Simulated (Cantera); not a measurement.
What does this Cantera script print?

```python
import numpy as np
import cantera as ct

gas_names = [...]  # 110 gases of nasa_gas.yaml made of C, H, O
cond_names = """
    C(gr) C6H6(L) C7H8(L) C8H18(L),n-octa H2O(s) H2O(L)
""".split()


# ... load() reads the species with a 1 bar reference pressure and builds the phases ...
atoms = {
    'CH4': {'C': 1, 'H': 4},
    'H2O': {'H': 2, 'O': 1},
    'H2': {'H': 2},
}
top_T = {'C(gr)': 4500}  # K; cautious upper limits of use, not melting points


# ... equilibrate(T, P, feed) seeds the gas with the atoms and calls Mixture.equilibrate('TP', solver="vcs", rtol=1e-11, max_steps=5000) ...
results = []
feed = {'CH4': 1, 'H2O': 0.93, 'H2': 0.61}  # mol
T = 925  # K
P = 10000  # Pa
mix = equilibrate(T, P, feed)
results.append((T, P, feed, dict(zip(mix.species_names, mix.species_moles))))
x = sorted(zip(gas.X, gas.species_names), reverse=True)
print(f"T = {T:g} K  P = {P:g} Pa  gas = {mix.phase_moles(0):.4g} mol")
print("   x: " + "  ".join(f"{s} {v:.3e}" for v, s in x if v > 0.001))
print("   condensed (mol): " + ("  ".join(f"{mix.phase(i).name} {mix.phase_moles(i):.4g}"
      for i in range(1, mix.n_phases) if mix.phase_moles(i) > 1e-12) or "none"))
```

It prints:

```
T = 925 K  P = 10000 Pa  gas = 4.282 mol
   x: H2 7.786e-01  CO 1.776e-01  H2O 2.056e-02  CH4 1.375e-02  CO2 9.486e-03
   condensed (mol): C(gr) 0.1398
```

Method: chemical equilibrium by Gibbs-energy minimisation in Cantera with the NASA 1993 tables (ideal gas, pure condensed phases).
